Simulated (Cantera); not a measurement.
Charge: 1 mol SiHCl₃, 0.048 mol HCl, 150 mol H₂, equilibrated at 0.100 bar.

Equilibrium computed with Cantera from the NASA thermochemical tables; the gas is ideal and each condensed phase is pure. Candidate condensed phases: Si; 19 gas species. Kinetics and transport are ignored.

Over these rows the condensed part is Si(s). Partial pressures as log10 of bar:

| T (K) | 1000/T (1/K) | log p SiHCl₃ | log p H₂ | log p HCl |
|---|---|---|---|---|
| 1123 | 0.8905 | -4.21 | -1.01 | -2.84 |
| 1223 | 0.8177 | -4.79 | -1.01 | -2.76 |
| 1323 | 0.7559 | -5.43 | -1.01 | -2.75 |
| 1423 | 0.7027 | -6.02 | -1.01 | -2.75 |
| 1523 | 0.6566 | -6.53 | -1.01 | -2.75 |
| 1623 | 0.6161 | ? | -1.01 | -2.75 |

Question: Fit log p(SiHCl₃) = a + b·(1000/T) to the five rows, give the apparent enthalpy, and predict the row at 1623 K.

Answer: Means: 1000/T = 0.7647, log p = -5.396. Sxy = 0.342889, Sxx = 0.0342417, so b = 10.01 and a = -5.396 − (10.01)×0.7647 = -13.05.
Apparent enthalpy: −19.145 × (10.01) = -192 kJ/mol. With the condensed phases at unit activity, Si(s) + 3 HCl(g) = SiHCl₃(g) + H₂(g) links this pressure to the main gases: over the six rows their terms move log p by +0.27 in all, so the slope isn't that reaction's ΔH° alone. The five rows lie within 0.07 of the line.
Prediction at 1623 K: -13.05 + (10.01)×0.6161 = -6.88. The computed value is -6.98, 0.10 from the line.
